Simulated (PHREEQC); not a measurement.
# Hard or scaling water

A solution holds 17 mmol/kgw CaCl2 and 5.6 mmol/kgw Na2SO4, at 13 °C. Closed to the air; pH follows from the charge balance.

Computed with PHREEQC (ion-association model, wateq4f.dat).

```json
{
  "ionic_strength": "0.0599 mol/kgw"
}
```

```json
[
 {"species": "Cl-", "molality": "0.0340", "activity": "0.0273", "log γ": "-0.095"},
 {"species": "Ca+2", "molality": "0.0151", "activity": "0.00689", "log γ": "-0.340"},
 {"species": "Na+", "molality": "0.0111", "activity": "0.00907", "log γ": "-0.088"},
 {"species": "SO4-2", "molality": "0.00359", "activity": "0.00160", "log γ": "-0.352"},
 {"species": "CaSO4", "molality": "0.00193", "activity": "0.00195", "log γ": "0.006"},
 {"species": "NaSO4-", "molality": "8.17e-5", "activity": "6.71e-5", "log γ": "-0.086"},
 {"species": "H+", "molality": "7.96e-8", "activity": "6.76e-8", "log γ": "-0.071"},
 {"species": "OH-", "molality": "7.01e-8", "activity": "5.62e-8", "log γ": "-0.096"},
 {"species": "CaOH+", "molality": "2.05e-8", "activity": "1.69e-8", "log γ": "-0.083"},
 {"species": "HSO4-", "molality": "1.01e-8", "activity": "8.18e-9", "log γ": "-0.090"}
]
```

No solid was allowed to form. At this temperature some constants are extrapolated from 25 °C, and those without enthalpy data are left unchanged.
